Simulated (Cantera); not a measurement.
A closed system holds: 1 mol PbO, 3.1 mol CH4, 4.1 mol N2, equilibrated at 90.0 Torr.

Method: chemical equilibrium by Gibbs-energy minimisation in Cantera with the NASA 1993 tables (ideal gas, pure condensed phases). Candidate condensed phases: C, C6H6, C7H8, C8H18, H2O, Pb, PbO, PbO2, Pb3O4; 139 gas species. Kinetics and transport are ignored.

**Question.** Which condensed phases are stable at each of these points (T (°C)): 1002, 1102, 1202, 1302, 1402, 1502, 1602, 1702?

**Answer.** 
```json
[
 {"T (°C)": "1002", "condensed phases": "C(graphite) + Pb(l)", "Pb condensed (%)": "82.0"},
 {"T (°C)": "1102", "condensed phases": "C(graphite) + Pb(l)", "Pb condensed (%)": "34.6"},
 {"T (°C)": "1202", "condensed phases": "C(graphite)", "Pb condensed (%)": "0.0"},
 {"T (°C)": "1302", "condensed phases": "C(graphite)", "Pb condensed (%)": "0.0"},
 {"T (°C)": "1402", "condensed phases": "C(graphite)", "Pb condensed (%)": "0.0"},
 {"T (°C)": "1502", "condensed phases": "C(graphite)", "Pb condensed (%)": "0.0"},
 {"T (°C)": "1602", "condensed phases": "C(graphite)", "Pb condensed (%)": "0.0"},
 {"T (°C)": "1702", "condensed phases": "C(graphite)", "Pb condensed (%)": "0.0"}
]
```

From 1002 °C to 1102 °C the condensed part is C(graphite) + Pb(l). From 1202 °C to 1702 °C the condensed part is C(graphite).
